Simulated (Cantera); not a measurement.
A perfectly stirred reactor is fed with 2.64 % CH4, 2.91 % C2H6, 0.688 % C3H8, 19.7 % O2, 74.1 % N2, equivalence ratio 0.96, at 9.00 bar; it is adiabatic with a 473 K inlet, and is followed from long to short residence time, starting on the burning branch (τ in s: 0.076, 0.036, 0.017, 0.008, 0.0038, 0.0018, 0.00084, 0.0004, 0.00019, 8.8e-05, 4.2e-05, 2e-05).

Model: GRI-Mech 3.0 (53 species, 325 reactions), integrated in Cantera.

Predict: blow-out, bracketed by the residence times tried; x(CH4) at τ = 76.0 ms; x(C2H6) at τ = 76.0 ms; x(C3H8) at τ = 76.0 ms; x(HO2) at τ = 76.0 ms; x(HCO) at τ = 76.0 ms; x(CH4) at τ = 0.840 ms; x(C2H6) at τ = 0.840 ms; x(C3H8) at τ = 0.840 ms; x(HO2) at τ = 0.840 ms; x(HCO) at τ = 0.840 ms.


| Quantity | Result |
|---|---|
| blow-out, bracketed by the residence times tried | burning at 20.0 µs, the shortest tried |
| x(CH4) at τ = 76.0 ms | 2.92e-7 |
| x(C2H6) at τ = 76.0 ms | 2.23e-8 |
| x(C3H8) at τ = 76.0 ms | 6.66e-9 |
| x(HO2) at τ = 76.0 ms | 2.10e-6 |
| x(HCO) at τ = 76.0 ms | 5.19e-9 |
| x(CH4) at τ = 0.840 ms | 1.39e-5 |
| x(C2H6) at τ = 0.840 ms | 1.83e-6 |
| x(C3H8) at τ = 0.840 ms | 4.82e-7 |
| x(HO2) at τ = 0.840 ms | 4.82e-6 |
| x(HCO) at τ = 0.840 ms | 3.15e-7 |
